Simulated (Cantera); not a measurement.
Feed: 1 mol SrCl2, 0.65 mol O2, 120 mol N2, at 0.0800 bar.

Method: chemical equilibrium by Gibbs-energy minimisation in Cantera with the NASA 1993 tables (ideal gas, pure condensed phases). Candidate condensed phases: Sr, SrCl2, SrO; 16 gas species. Mutual solubility and eutectic melting of coexisting phases are not modelled. Condensed phases not in the tables: oxide chlorides. Rates play no part.

x: gas mole fraction; n: condensed amount in mol.

| T (°C) | x N2 | x SrCl2 | x O2 | x NO | x Cl | n SrCl2(l) | n SrO(s) |
|---|---|---|---|---|---|---|---|
| 1027 | 0.994 | 0.000153 | 0.00535 | 7.10e-5 | 7.32e-6 | 0.981 | 0.000445 |
| 1077 | 0.994 | 0.000421 | 0.00533 | 9.69e-5 | 1.56e-5 | 0.948 | 0.000951 |
| 1127 | 0.993 | 0.00107 | 0.00531 | 0.000129 | 3.16e-5 | 0.869 | 0.00192 |
| 1177 | 0.992 | 0.00252 | 0.00527 | 0.000169 | 6.07e-5 | 0.691 | 0.00369 |
| 1227 | 0.989 | 0.00559 | 0.00522 | 0.000216 | 0.000111 | 0.315 | 0.00679 |
| 1277 | 0.986 | 0.00814 | 0.00516 | ___ | ___ | 0 | ___ |
| 1327 | 0.986 | 0.00812 | 0.00512 | ___ | ___ | 0 | ___ |
| 1377 | 0.986 | 0.00810 | 0.00507 | 0.000415 | 0.000234 | 0 | 0.0143 |

**Question.** Some entries are withheld; supply them.

**Answer.** 
- 1277, x NO: 0.000272
- 1277, x Cl: 0.000163
- 1277, n SrO(s): 0.00998
- 1327, x NO: 0.000338
- 1327, x Cl: 0.000197
- 1327, n SrO(s): 0.0120
